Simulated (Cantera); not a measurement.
# NO annealing gas

A perfectly stirred reactor is fed with NO : N₂ = 1 : 0.9 (molar parts), at 750 Torr; it is held at 1873 K, and followed from long to short residence time.

Computed with Cantera and GRI-Mech 3.0 (53 species, 325 reactions).

```
τ (s)    x NO       x O   x N₂      x O₂     x N₂O     x NO₂
------  -----  --------  -----  --------  --------  --------
9.3     0.151  0.000104  0.661     0.187   9.58e-6  0.000309
3.9     0.230   9.27e-5  0.622     0.147   2.23e-5  0.000420
1.6     0.324   7.78e-5  0.575     0.101   4.42e-5  0.000492
0.67    0.406   6.15e-5  0.534    0.0595   7.04e-5  0.000483
0.28    0.465   4.65e-5  0.504    0.0303   9.31e-5  0.000412
0.12    0.497   3.55e-5  0.488    0.0141  0.000107  0.000330
0.049   0.514   2.81e-5  0.480   0.00591  0.000114  0.000265
0.020   0.521   2.39e-5  0.476   0.00235  0.000114  0.000225
0.0085  0.524   2.12e-5  0.475  0.000916  0.000108  0.000198
```
x: mole fraction; the columns are a selection and need not sum to one.
